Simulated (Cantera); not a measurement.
Feed: 1 mol PbO, 52 mol N₂, 0.87 mol H₂, held at 0.910 bar.

Equilibrium computed with Cantera from the NASA thermochemical tables; the gas is ideal and each condensed phase is pure. Candidate condensed phases: H₂O, Pb, PbO, PbO₂, Pb₃O₄; 27 gas species. The numbers say what is thermodynamically allowed, not how fast it happens. All values below are at 202 °C.

Base state: N₂ 0.984, H₂O 0.0165 (mole fractions); condensed: Pb(s) + PbO(red).

Problem. What changes in the equilibrium state with this change: H₂ from 0.87 to 0.34 mol?

Solution. 
```tsv
species	before	after
N₂	0.984	0.994
H₂O	0.0165	0.00650
Pb(s), mol	0.870	0.340
PbO(red), mol	0.130	0.660
```

Problem. What changes in the equilibrium state with this change: PbO replaced by HgO?

Solution. 
| species | before | after |
|---|---|---|
| N₂ | 0.984 | 0.968 |
| Hg | 0 | 0.0162 |
| H₂O | 0.0165 | 0.0162 |
| Pb(s), mol | 0.870 | 0 |
| PbO(red), mol | 0.130 | 0 |
| HgO(s), mol | 0 | 0.130 |
Further candidate phases: Hg, HgO.
